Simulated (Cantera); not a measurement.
A freely propagating, adiabatic, planar premixed flame of H2 : O2 : N2 = 1 : 0.217 : 0.826 (molar parts), equivalence ratio 2.3, unburnt at 423 K and 1.00 bar; mixture-averaged transport, grid criteria slope 0.08 and curve 0.16, no radiation.

Computed with Cantera and the H2/O2 subset of GRI-Mech 3.0, which has no nitrogen chemistry. Burning velocities carry a grid error of a few per cent, more on coarse grids.

Task: What does this change do: inlet temperature 423 to 550 K?

Result: 
```csv
quantity,before,after
laminar burning velocity,477 cm/s,745 cm/s
thermal thickness,0.398 mm,0.448 mm
peak x(HO2),0.000373,0.000275
peak x(O),0.00240,0.00296
peak x(H),0.0725,0.0844
```

Task: What does this change do: inlet temperature 423 to 350 K?

Result: 
| quantity | before | after |
|---|---|---|
| laminar burning velocity | 477 cm/s | 353 cm/s |
| thermal thickness | 0.398 mm | 0.363 mm |
| peak x(HO2) | 0.000373 | 0.000421 |
| peak x(O) | 0.00240 | 0.00210 |
| peak x(H) | 0.0725 | 0.0658 |
